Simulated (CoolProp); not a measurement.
CF4 (R14) along the isotherm 237.5 K: Z from the reference equation and from simpler models built on Tc = 227.4 K, pc = 3.762 MPa, ω = 0.178; each cubic takes its own stable root.

Values from CoolProp's reference Helmholtz-energy equation of state, Platzer 1990. This equation is an older, rougher fit; its heat capacities, sound speeds and derivatives of the liquid may be far off and weren't checked against measurements.

| p (MPa) | phase | reference |
|---|---|---|
| 0.0595 | gas | 0.9953 |
| 0.0926 | gas | 0.9926 |
| 0.144 | gas | 0.9885 |
| 0.225 | gas | 0.9820 |
| 0.35 | gas | 0.9719 |
| 0.544 | gas | 0.9559 |
| 0.848 | gas | 0.9303 |
| 1.32 | gas | 0.8888 |
| 2.06 | gas | 0.8182 |
| 3.2 | gas | 0.6879 |
| 4.98 | supercritical | 0.3488 |
| 7.76 | supercritical | 0.3500 |
| 12.1 | supercritical | 0.4849 |
| 18.8 | supercritical | 0.6933 |

Question: How far does each simpler model (van der Waals, Redlich-Kwong, Soave-Redlich-Kwong, Peng-Robinson) lie from the reference over these 14 states: mean and median of the absolute difference, and the worst?

Answer: 
- van der Waals: mean 6.8 %, median 0.9 %, worst +28.4 % at 237.5 K and 12.1 MPa
- Redlich-Kwong: mean 1.4 %, median 0.1 %, worst +9.1 % at 237.5 K and 7.76 MPa
- Soave-Redlich-Kwong: mean 2.2 %, median 0.0 %, worst +11.2 % at 237.5 K and 7.76 MPa
- Peng-Robinson: mean 1.8 %, median 1.0 %, worst -7.5 % at 237.5 K and 18.8 MPa
